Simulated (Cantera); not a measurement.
A closed system holds: 1 mol PbO, 1.6 mol CO, 1.5 mol N₂, held at 400 Pa.

Equilibrium computed with Cantera from the NASA thermochemical tables; the gas is ideal and each condensed phase is pure. Candidate condensed phases: C, Pb, PbO, PbO₂, Pb₃O₄; 27 gas species. The numbers say what is thermodynamically allowed, not how fast it happens.

**Question.** Which condensed phases are stable at each of these points (T (K)): 975, 1025, 1075, 1125, 1175, 1225, 1275, 1325, 1375, 1425, 1475, 1525?

**Answer.** 
```
T (K)  condensed phases  Pb condensed (%)
-----  ----------------  ----------------
975               Pb(l)              99.3
1025              Pb(l)              97.8
1075              Pb(l)              94.0
1125              Pb(l)              84.6
1175              Pb(l)              62.1
1225              Pb(l)               5.5
1275           gas only               0.0
1325           gas only               0.0
1375           gas only               0.0
1425           gas only               0.0
1475           gas only               0.0
1525           gas only               0.0
```

From 975 K to 1225 K the condensed part is Pb(l). From 1275 K to 1525 K nothing is condensed.
